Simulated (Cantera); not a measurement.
An isothermal, constant-pressure homogeneous reactor starts with CH4 : H2O = 1 : 1.1 (molar parts), at 1625 K and 27.0 bar.

Cantera simulation using GRI-Mech 3.0 (53 species, 325 reactions); the numbers are that mechanism's predictions, not measurements. The pressure lies above the range GRI-Mech 3.0 was tuned for (to about 10 atm).

Predict: x(CH4) at 3.00 s; x(H2O) at 3.00 s; x(H2) at 3.00 s; x(H) at 3.00 s; x(C2H4) at 3.00 s; x(OH) at 3.00 s.


```
Property                                            Result
-----------------  ---------------------------------------
x(CH4) at 3.00 s    0.0960 (gas-phase equilibrium 0.00294)
x(H2O) at 3.00 s      0.119 (gas-phase equilibrium 0.0249)
x(H2) at 3.00 s        0.591 (gas-phase equilibrium 0.730)
x(H) at 3.00 s     1.05e-5 (gas-phase equilibrium 1.17e-5)
x(C2H4) at 3.00 s  0.00145 (gas-phase equilibrium 8.97e-7)
x(OH) at 3.00 s    8.87e-8 (gas-phase equilibrium 1.67e-8)
```
